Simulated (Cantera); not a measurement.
Feed: 1 mol Zr, 0.25 mol N₂, 10 mol N₂O, at 1123 K and 1 atm.

Cantera equilibrium calculation (NASA polynomials, part measured and part estimated; ideal gas, pure solids and liquids). Candidate condensed phases: Zr, ZrN, ZrO₂; 13 gas species. Kinetics and transport are ignored.

Base state: N₂ 0.719, O₂ 0.281, NO 0.000115 (mole fractions); condensed: ZrO₂(monoclinic).

Q: What changes in the equilibrium state with this change: temperature from 1123 K to 1798.15 K?

A: 
| species | before | after |
|---|---|---|
| N₂ | 0.719 | 0.717 |
| O₂ | 0.281 | 0.278 |
| NO | 0.000115 | 0.00454 |
| O | 2.31e-9 | 6.27e-5 |
| NO₂ | 3.38e-6 | 1.33e-5 |
| ZrO₂(monoclinic), mol | 1.00 | 0 |
| ZrO₂(tetragonal), mol | 0 | 1.00 |
